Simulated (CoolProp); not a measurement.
Values from CoolProp's reference Helmholtz-energy equation of state, Schmidt 1985.

For oxygen, give the phase and the speed of sound (m/s), Joule-Thomson coefficient (K/MPa), isothermal compressibility (1/MPa), expansivity (1/kK) at 91.7 K and 0.328 MPa; 91.7 K and 2.84 MPa.


- 91.7 K and 0.328 MPa: liquid; speed of sound 893, Joule-Thomson coefficient -0.307, isothermal compressibility 0.00204, expansivity 4.43
- 91.7 K and 2.84 MPa: liquid; speed of sound 905, Joule-Thomson coefficient -0.315, isothermal compressibility 0.00195, expansivity 4.29
